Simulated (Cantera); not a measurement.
What does this Cantera script print?

```python
import numpy as np
import cantera as ct

gas_names = """
    H H2 N NH NH2 NH3 N2 N2H2 N2H4 Si SiH SiH2 SiH3 SiH4 SiN Si2 Si2N Si3
""".split()
cond_names = """
    Si(cr) Si(L) Si3N4(a)
""".split()


# ... load() reads the species with a 1 bar reference pressure and builds the phases ...
atoms = {
    'trisilylamine': {'Si': 3, 'N': 1, 'H': 9},
    'NH3': {'N': 1, 'H': 3},
    'H2': {'H': 2},
}
top_T = {'Si3N4(a)': 2400}  # K; cautious upper limits of use, not melting points


# ... equilibrate(T, P, feed) seeds the gas with the atoms and calls Mixture.equilibrate('TP', solver="vcs", rtol=1e-11, max_steps=5000) ...
results = []
feed = {'trisilylamine': 1, 'NH3': 0.72, 'H2': 0.47}  # mol
T = 1973  # K
P = 5300  # Pa
mix = equilibrate(T, P, feed)
results.append((T, P, feed, dict(zip(mix.species_names, mix.species_moles))))
print(gas.report(threshold=1e-05))
for i in range(1, mix.n_phases):
    print(f"{mix.phase(i).name:16s} {mix.phase_moles(i):12.5e} mol")
```

Output:

```
       temperature   1973 K
          pressure   5300 Pa
           density   0.0016985 kg/m^3
  mean mol. weight   5.2572 kg/kmol
   phase of matter   gas

                          1 kg             1 kmol
                     ---------------   ---------------
          enthalpy        1.0248e+07        5.3873e+07  J
   internal energy        7.1272e+06        3.7469e+07  J
           entropy             42533         2.236e+05  J/K
    Gibbs function        -7.367e+07        -3.873e+08  J
 heat capacity c_p            6516.2             34257  J/K
 heat capacity c_v            4934.7             25942  J/K

                      mass frac. Y      mole frac. X     chem. pot. / RT
                     ---------------   ---------------   ---------------
                 H          0.001048         0.0054658           -11.257
                H2           0.33351           0.86971           -22.514
                N2           0.66086           0.12402            -31.92
                Si         0.0031804        0.00059534           -5.8083
               SiH        0.00051163        9.2453e-05           -17.065
              SiH2        0.00045248        7.9026e-05           -28.323
               SiN         0.0001074        1.3414e-05           -21.768
              Si2N        0.00024119        1.8068e-05           -27.576
     [  +10 minor]        8.3558e-05        7.4693e-06

Si(L)             2.99423e+00 mol
Si3N4(a)          0.00000e+00 mol
```

Method: chemical equilibrium by Gibbs-energy minimisation in Cantera with the NASA 1993 tables (ideal gas, pure condensed phases). The feed counts by its element totals alone. The tables' values for SiN are old estimates; treat these amounts as uncertain. Gases not in the tables: Si2H6 and higher silanes.
